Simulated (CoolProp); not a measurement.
A closed Brayton cycle with carbon dioxide: compressor inlet 313.15 K and 9.1 MPa, high pressure 20.4 MPa, turbine inlet 920 K, compressor efficiency 0.85, turbine efficiency 0.85, recuperator effectiveness 0.9 (on enthalpy, no pinch check). Each further row changes one setting.

Computed with CoolProp (reference Helmholtz-energy equation of state, Span 1996).

```
case                           thermal efficiency (%)  net work (kJ/kg)  compressor to turbine work  compressor exit (K)  turbine exit (K)
-----------------------------  ----------------------  ----------------  --------------------------  -------------------  ----------------
as stated                                        32.5              91.8                        0.20                347.8             821.3
turbine inlet 870 K                                 …                 …                        0.21                347.8             774.7
compressor inlet 323.15 K                        32.4              79.4                        0.31                383.0             821.3
high pressure 17.3 MPa                              …              75.3                        0.18                340.5             841.0
recuperator effectiveness 0.5                       …              91.8                        0.20                347.8             821.3
```

Task: Some entries are withheld; supply them.

Result: 
- turbine inlet 870 K, thermal efficiency (%): 31.5
- turbine inlet 870 K, net work (kJ/kg): 85.1
- high pressure 17.3 MPa, thermal efficiency (%): 29.5
- recuperator effectiveness 0.5, thermal efficiency (%): 18.0
